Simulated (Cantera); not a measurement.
A closed system holds: 1 mol SiC, 0.001 mol O₂, 230 mol H₂, held at 1298 K and 1100 Pa.

Method: chemical equilibrium by Gibbs-energy minimisation in Cantera with the NASA 1993 tables (ideal gas, pure condensed phases). Candidate condensed phases: C, C₆H₆, C₇H₈, C₈H₁₈, H₂O, Si, SiC, SiO₂; 123 gas species. Equilibrium is a limit: real reactors are often held back by kinetics, nucleation or transport.

Base state: H₂ 1.000, H 1.02e-5 (mole fractions); condensed: SiC(s).

**Question.** What changes in the equilibrium state with this change: temperature from 1298 K to 1973.15 K?

**Answer.** 
| species | before | after |
|---|---|---|
| H₂ | 1.000 | 0.987 |
| H | 1.02e-5 | 0.0128 |
| Si | <1e-9 | 0.000287 |
| C₂H₂ (acetylene) | <1e-9 | 0.000156 |
| SiH | <1e-9 | 2.16e-5 |
| SiC(s), mol | 0.999 | 0.922 |
